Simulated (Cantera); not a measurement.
A closed system holds: 1 mol Si, a varied amount of HCl, 1.4 mol H2, 1.1 mol Cl2, held at 1050 K and 0.100 bar.

Equilibrium computed with Cantera from the NASA thermochemical tables; the gas is ideal and each condensed phase is pure. Candidate condensed phases: Si; 19 gas species. Equilibrium is a limit: real reactors are often held back by kinetics, nucleation or transport.

### Question
Which condensed phases are stable at each of these points (n(HCl) (mol)): 0.59, 0.81, 1, 1.2, 1.5, 1.7, 1.9, 2.1, 2.3, 2.6, 2.8, 3, 3.2?

### Answer
```csv
n(HCl) (mol),condensed phases,Si condensed (%)
0.59,Si(s),28.3
0.81,Si(s),22.6
1,Si(s),17.8
1.2,Si(s),12.6
1.5,Si(s),4.9
1.7,gas only,0.0
1.9,gas only,0.0
2.1,gas only,0.0
2.3,gas only,0.0
2.6,gas only,0.0
2.8,gas only,0.0
3,gas only,0.0
3.2,gas only,0.0
```

From 0.59 mol HCl to 1.5 mol HCl the condensed part is Si(s). From 1.7 mol HCl to 3.2 mol HCl nothing is condensed.
